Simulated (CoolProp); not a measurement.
Saturation properties of n-dodecane (Tc = 385.0 °C, pc = 1.818 MPa, ω = 0.574).

The numbers come from the reference Helmholtz-energy equation of state, Lemmon 2004 in CoolProp. It is a short technical equation, of lower accuracy than the large ones.

```json
[
 {"T (°C)": "188.95", "p (MPa)": "0.05038", "liquid density (kg/m³)": "618.5", "enthalpy of vaporisation (kJ/kg)": "272.6", "liquid cp (kJ/(kg K))": "2.849", "liquid viscosity (µPa s)": "239", "liquid conductivity (mW/(m K))": "100"},
 {"T (°C)": "197.35", "p (MPa)": "0.06312", "liquid density (kg/m³)": "611.2", "enthalpy of vaporisation (kJ/kg)": "267.7", "liquid cp (kJ/(kg K))": "2.884", "liquid viscosity (µPa s)": "224", "liquid conductivity (mW/(m K))": "98.8"},
 {"T (°C)": "205.75", "p (MPa)": "0.07831", "liquid density (kg/m³)": "603.7", "enthalpy of vaporisation (kJ/kg)": "262.7", "liquid cp (kJ/(kg K))": "2.919", "liquid viscosity (µPa s)": "211", "liquid conductivity (mW/(m K))": "97.1"},
 {"T (°C)": "214.15", "p (MPa)": "0.09626", "liquid density (kg/m³)": "596.0", "enthalpy of vaporisation (kJ/kg)": "257.5", "liquid cp (kJ/(kg K))": "2.955", "liquid viscosity (µPa s)": "198", "liquid conductivity (mW/(m K))": "95.5"},
 {"T (°C)": "222.65", "p (MPa)": "0.1176", "liquid density (kg/m³)": "588.0", "enthalpy of vaporisation (kJ/kg)": "252.1", "liquid cp (kJ/(kg K))": "2.991", "liquid viscosity (µPa s)": "186", "liquid conductivity (mW/(m K))": "93.9"},
 {"T (°C)": "231.05", "p (MPa)": "___", "liquid density (kg/m³)": "580.0", "enthalpy of vaporisation (kJ/kg)": "246.7", "liquid cp (kJ/(kg K))": "3.028", "liquid viscosity (µPa s)": "174", "liquid conductivity (mW/(m K))": "92.2"},
 {"T (°C)": "239.45", "p (MPa)": "0.1706", "liquid density (kg/m³)": "571.7", "enthalpy of vaporisation (kJ/kg)": "___", "liquid cp (kJ/(kg K))": "3.064", "liquid viscosity (µPa s)": "163", "liquid conductivity (mW/(m K))": "90.6"},
 {"T (°C)": "247.85", "p (MPa)": "0.2033", "liquid density (kg/m³)": "563.1", "enthalpy of vaporisation (kJ/kg)": "235.1", "liquid cp (kJ/(kg K))": "3.102", "liquid viscosity (µPa s)": "153", "liquid conductivity (mW/(m K))": "89.0"},
 {"T (°C)": "256.25", "p (MPa)": "0.2406", "liquid density (kg/m³)": "554.3", "enthalpy of vaporisation (kJ/kg)": "229.0", "liquid cp (kJ/(kg K))": "3.140", "liquid viscosity (µPa s)": "___", "liquid conductivity (mW/(m K))": "87.4"},
 {"T (°C)": "264.75", "p (MPa)": "0.2836", "liquid density (kg/m³)": "545.0", "enthalpy of vaporisation (kJ/kg)": "222.6", "liquid cp (kJ/(kg K))": "3.180", "liquid viscosity (µPa s)": "134", "liquid conductivity (mW/(m K))": "85.8"},
 {"T (°C)": "273.15", "p (MPa)": "___", "liquid density (kg/m³)": "535.6", "enthalpy of vaporisation (kJ/kg)": "216.0", "liquid cp (kJ/(kg K))": "3.220", "liquid viscosity (µPa s)": "125", "liquid conductivity (mW/(m K))": "84.3"},
 {"T (°C)": "281.55", "p (MPa)": "0.3860", "liquid density (kg/m³)": "525.7", "enthalpy of vaporisation (kJ/kg)": "209.0", "liquid cp (kJ/(kg K))": "3.262", "liquid viscosity (µPa s)": "___", "liquid conductivity (mW/(m K))": "82.7"},
 {"T (°C)": "289.95", "p (MPa)": "0.4468", "liquid density (kg/m³)": "515.4", "enthalpy of vaporisation (kJ/kg)": "201.7", "liquid cp (kJ/(kg K))": "3.307", "liquid viscosity (µPa s)": "109", "liquid conductivity (mW/(m K))": "81.1"},
 {"T (°C)": "298.45", "p (MPa)": "0.5157", "liquid density (kg/m³)": "504.4", "enthalpy of vaporisation (kJ/kg)": "193.9", "liquid cp (kJ/(kg K))": "3.354", "liquid viscosity (µPa s)": "101", "liquid conductivity (mW/(m K))": "79.6"},
 {"T (°C)": "306.85", "p (MPa)": "0.5915", "liquid density (kg/m³)": "493.0", "enthalpy of vaporisation (kJ/kg)": "185.7", "liquid cp (kJ/(kg K))": "3.405", "liquid viscosity (µPa s)": "93.2", "liquid conductivity (mW/(m K))": "78.1"}
]
```

Question: Some entries are withheld; supply them.

Answer: 
- 231.05, p (MPa): 0.1422
- 239.45, enthalpy of vaporisation (kJ/kg): 241.0
- 256.25, liquid viscosity (µPa s): 143
- 273.15, p (MPa): 0.3318
- 281.55, liquid viscosity (µPa s): 117

It boils at 216.3 °C under 1 atm.

Viscosity comes from a separate model (Huber 2004). Thermal conductivity comes from a separate model (Huber 2004).
